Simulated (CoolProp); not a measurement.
Model: reference Helmholtz-energy equation of state, Leachman 2009, in CoolProp.

### Question
Give the vapour pressure (bar), vapour density (kg/m³), enthalpy of vaporisation (kJ/kg), liquid cp (kJ/(kg K)) of saturated normal hydrogen at 24.2, 30.5 K.

### Answer
| T (K) | p (bar) | vapour density (kg/m³) | enthalpy of vaporisation (kJ/kg) | liquid cp (kJ/(kg K)) |
|---|---|---|---|---|
| 24.2 | 2.70 | 3.29 | 419 | 12.5 |
| 30.5 | 8.71 | 11.6 | 282 | 28.7 |
